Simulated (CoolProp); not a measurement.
Model: reference Helmholtz-energy equation of state, Akasaka 2020, in CoolProp.

### Question
Give the vapour pressure (MPa), liquid density (kg/m³), enthalpy of vaporisation (kJ/kg), liquid cp (kJ/(kg K)) of saturated R1123 at 220.7, 225.9, 257.2 K.

### Answer
```
T (K)  p (MPa)  liquid density (kg/m³)  enthalpy of vaporisation (kJ/kg)  liquid cp (kJ/(kg K))
-----  -------  ----------------------  --------------------------------  ---------------------
220.7    0.156                    1320                               219                   1.30
225.9    0.198                    1300                               215                   1.31
257.2    0.660                    1190                               188                   1.41
```
